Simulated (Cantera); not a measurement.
Cantera run:

```python
import numpy as np
import cantera as ct

gas_names = """
    I I2 Mg MgI MgI2 MgO Mg2 O O2 O3
""".split()
cond_names = """
    I2(cr) I2(L) Mg(cr) Mg(L) MgI2(s) MgI2(L) MgO(s) MgO(L)
""".split()


# ... load() reads the species with a 1 bar reference pressure and builds the phases ...
atoms = {
    'MgO': {'Mg': 1, 'O': 1},
    'I2': {'I': 2},
}
top_T = {}  # K; cautious upper limits of use, not melting points


# ... equilibrate(T, P, feed) seeds the gas with the atoms and calls Mixture.equilibrate('TP', solver="vcs", rtol=1e-11, max_steps=5000) ...
results = []
feed = {'MgO': 1, 'I2': 0.59}  # mol
T = 1225  # K
P = 13332.2  # Pa
mix = equilibrate(T, P, feed)
results.append((T, P, feed, dict(zip(mix.species_names, mix.species_moles))))
print(gas.report(threshold=0.001))
for i in range(1, mix.n_phases):
    print(f"{mix.phase(i).name:16s} {mix.phase_moles(i):12.5e} mol")
```

It prints:

```
       temperature   1225 K
          pressure   13332 Pa
           density   0.23983 kg/m^3
  mean mol. weight   183.22 kg/kmol
   phase of matter   gas

                          1 kg             1 kmol
                     ---------------   ---------------
          enthalpy        6.1864e+05        1.1335e+08  J
   internal energy        5.6305e+05        1.0316e+08  J
           entropy            1520.8        2.7865e+05  J/K
    Gibbs function       -1.2444e+06         -2.28e+08  J
 heat capacity c_p            156.63             28697  J/K
 heat capacity c_v            111.25             20383  J/K

                      mass frac. Y      mole frac. X     chem. pot. / RT
                     ---------------   ---------------   ---------------
                 I           0.38528           0.55625           -15.505
                I2           0.61471           0.44375           -31.009
     [   +8 minor]        1.2241e-06        1.1439e-06

I2(L)             0.00000e+00 mol
Mg(L)             0.00000e+00 mol
MgI2(L)           0.00000e+00 mol
MgO(s)            9.99999e-01 mol
```

Equilibrium computed with Cantera from the NASA thermochemical tables; the gas is ideal and each condensed phase is pure.
